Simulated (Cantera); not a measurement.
A perfectly stirred reactor is fed with N2O : N2 = 1 : 0.13 (molar parts), at 1.01 bar; it is held at 1525 K, and followed from long to short residence time.

Computed with Cantera and GRI-Mech 3.0 (53 species, 325 reactions). GRI-Mech 3.0 was tuned for natural gas; its chemistry of N2O as a main component is partial and can be far from experiment. The temperature is held fixed by assumption; the heat of reaction is taken as removed at once.

Problem. Predict: x(N2O) at τ = 8.10 s; x(O) at τ = 8.10 s; x(O2) at τ = 8.10 s; x(N2) at τ = 8.10 s; x(NO) at τ = 8.10 s; x(N2O) at τ = 32.0 ms; x(O) at τ = 32.0 ms; x(O2) at τ = 32.0 ms; x(N2) at τ = 32.0 ms; x(NO) at τ = 32.0 ms.

Solution. 
```json
{
 "x(N2O) at τ = 8.10 s": "0.00187",
 "x(O) at τ = 8.10 s": "8.34e-6",
 "x(O2) at τ = 8.10 s": "0.292",
 "x(N2) at τ = 8.10 s": "0.678",
 "x(NO) at τ = 8.10 s": "0.0276",
 "x(N2O) at τ = 32.0 ms": "0.227",
 "x(O) at τ = 32.0 ms": "6.10e-5",
 "x(O2) at τ = 32.0 ms": "0.179",
 "x(N2) at τ = 32.0 ms": "0.496",
 "x(NO) at τ = 32.0 ms": "0.0979"
}
```
